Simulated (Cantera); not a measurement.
An adiabatic, constant-volume homogeneous reactor starts with CO : H2 : CH4 : O2 : N2 = 1 : 0.31 : 0.087 : 2.02 : 7.6 (molar parts), equivalence ratio 0.41, at 1050 K and 1.78 atm.

Cantera simulation using GRI-Mech 3.0 (53 species, 325 reactions); the numbers are that mechanism's predictions, not measurements.

Problem. Predict: time of steepest temperature rise; temperature at 5.00 s; equilibrium temperature; x(CO) at 5.00 s; x(H2) at 5.00 s; x(H2O2) at 5.00 s.

Solution. 
```json
{
 "time_of_steepest_temperature_rise": "0.569 ms",
 "temperature at 5.00 s": "2324 K",
 "equilibrium_temperature": "2324 K",
 "x(CO) at 5.00 s": "0.00217 (gas-phase equilibrium 0.00217)",
 "x(H2) at 5.00 s": "0.000167 (gas-phase equilibrium 0.000167)",
 "x(H2O2) at 5.00 s": "1.34e-7 (gas-phase equilibrium 1.34e-7)"
}
```
